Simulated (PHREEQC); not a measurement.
Consider water at 60 °C with 1.6 mmol/kgw PbCl2 and 0.041 mmol/kgw NaCl. Closed to the air; pH follows from the charge balance.

Computed with PHREEQC (ion-association model, phreeqc.dat).

### Question
The ionic strength comes out as 0.00432 mol/kgw. What activity coefficients do Na+, PbCl+, H+, PbOH+, Pb+2 get?

### Answer
Na+ 0.93, PbCl+ 0.93, H+ 0.93, PbOH+ 0.93, Pb+2 0.74.

Precipitation was switched off in this run. Examples of supersaturated solids here: Pb(OH)2. Others may be too. Complexes and solids missing from the database can't appear. Away from 25 °C the constants follow the database's enthalpies or fits; those with neither stay at their 25 °C values.
